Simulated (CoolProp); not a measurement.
Vapour-liquid equilibrium of R1234yf (1) + isobutane (2) at 298.8 K; x and y are mole fractions of (1).

Values from CoolProp's multi-fluid Helmholtz-energy mixture model, Lemmon 2022 and Bücker 2006; pair parameters Bell 2016.

```json
[
 {"x": "0.05", "bubble pressure (MPa)": "0.4187", "y at the bubble point": "…", "dew pressure at overall composition x (MPa)": "0.3736", "liquid density (mol/L)": "9.430"},
 {"x": "0.2", "bubble pressure (MPa)": "0.5411", "y at the bubble point": "0.419", "dew pressure at overall composition x (MPa)": "0.4307", "liquid density (mol/L)": "…"},
 {"x": "0.35", "bubble pressure (MPa)": "0.6107", "y at the bubble point": "0.540", "dew pressure at overall composition x (MPa)": "0.5028", "liquid density (mol/L)": "9.298"},
 {"x": "0.5", "bubble pressure (MPa)": "0.6553", "y at the bubble point": "0.628", "dew pressure at overall composition x (MPa)": "0.5882", "liquid density (mol/L)": "9.280"},
 {"x": "0.65", "bubble pressure (MPa)": "…", "y at the bubble point": "…", "dew pressure at overall composition x (MPa)": "0.6645", "liquid density (mol/L)": "9.305"},
 {"x": "0.8", "bubble pressure (MPa)": "0.7020", "y at the bubble point": "0.814", "dew pressure at overall composition x (MPa)": "0.7008", "liquid density (mol/L)": "9.379"},
 {"x": "0.95", "bubble pressure (MPa)": "0.7009", "y at the bubble point": "0.945", "dew pressure at overall composition x (MPa)": "0.7005", "liquid density (mol/L)": "…"}
]
```

Q: Complete the blanks.

A: 
- 0.05, y at the bubble point: 0.171
- 0.2, liquid density (mol/L): 9.351
- 0.65, bubble pressure (MPa): 0.6854
- 0.65, y at the bubble point: 0.714
- 0.95, liquid density (mol/L): 9.501

y crosses x between x = 0.8 and 0.95: the model has an azeotrope there.

The pair parameters rest on a limited set of measurements; away from them the model extrapolates.
